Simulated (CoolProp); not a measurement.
Vapour-liquid equilibrium of n-octane (1) + n-dodecane (2) at 4.15 kPa; x and y are mole fractions of (1).

Model: multi-fluid Helmholtz-energy mixture model, Beckmüller 2019 and Lemmon 2004; pair parameters Bell 2016, in CoolProp.

```
x     bubble temperature (K)  y at the bubble point  dew temperature at overall composition x (K)  liquid density (mol/L)
----  ----------------------  ---------------------  --------------------------------------------  ----------------------
0.05                   374.1                  0.514                                         388.0                   4.105
0.15                   355.2                  0.831                                         385.6                   4.315
0.25                   344.0                  0.921                                         382.9                   4.502
0.35                   336.2                  0.957                                         379.9                   4.683
0.45                   330.5                  0.975                                         376.5                   4.865
0.55                   325.9                  0.985                                         372.6                   5.052
0.65                   322.2                  0.991                                         367.8                   5.247
0.75                   319.1                  0.995                                         361.8                   5.450
0.85                   316.4                  0.997                                         353.3                   5.664
0.95                   314.2                  0.999                                         338.0                   5.890
```

No azeotrope shows between x = 0.05 and 0.95.

The pair parameters rest on a limited set of measurements; away from them the model extrapolates.
